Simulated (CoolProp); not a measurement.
A single-stage vapour-compression cycle with R407C: evaporating at 223.15 K (dew point), condensing at 244.15 K (bubble point), superheat 8 K, subcooling 8 K, compressor efficiency 0.9, no pressure losses. Each further row changes one setting.

Values from CoolProp's reference Helmholtz-energy equation of state, Lemmon 2003. It is a pseudo-pure fit of the blend.

```json
[
 {"case": "as stated", "cooling COP": "?", "pressure ratio": "3.89", "discharge temperature (K)": "281.6", "refrigerating effect (kJ/kg)": "238", "volumetric capacity (kJ/m³)": "549"},
 {"case": "evaporating temperature 228.15 K", "cooling COP": "8.46", "pressure ratio": "?", "discharge temperature (K)": "?", "refrigerating effect (kJ/kg)": "?", "volumetric capacity (kJ/m³)": "719"},
 {"case": "condensing temperature 239.15 K", "cooling COP": "?", "pressure ratio": "3.14", "discharge temperature (K)": "273.3", "refrigerating effect (kJ/kg)": "245", "volumetric capacity (kJ/m³)": "564"},
 {"case": "subcooling 13 K", "cooling COP": "?", "pressure ratio": "3.89", "discharge temperature (K)": "281.6", "refrigerating effect (kJ/kg)": "245", "volumetric capacity (kJ/m³)": "564"},
 {"case": "superheat 18 K", "cooling COP": "?", "pressure ratio": "3.89", "discharge temperature (K)": "292.3", "refrigerating effect (kJ/kg)": "246", "volumetric capacity (kJ/m³)": "540"},
 {"case": "compressor efficiency 0.8", "cooling COP": "5.92", "pressure ratio": "3.89", "discharge temperature (K)": "?", "refrigerating effect (kJ/kg)": "238", "volumetric capacity (kJ/m³)": "549"}
]
```

Problem. Some entries are withheld; supply them.

Solution. 
- as stated, cooling COP: 6.66
- evaporating temperature 228.15 K, pressure ratio: 2.95
- evaporating temperature 228.15 K, discharge temperature (K): 276.6
- evaporating temperature 228.15 K, refrigerating effect (kJ/kg): 241
- condensing temperature 239.15 K, cooling COP: 8.22
- subcooling 13 K, cooling COP: 6.84
- superheat 18 K, cooling COP: 6.57
- compressor efficiency 0.8, discharge temperature (K): 286.9
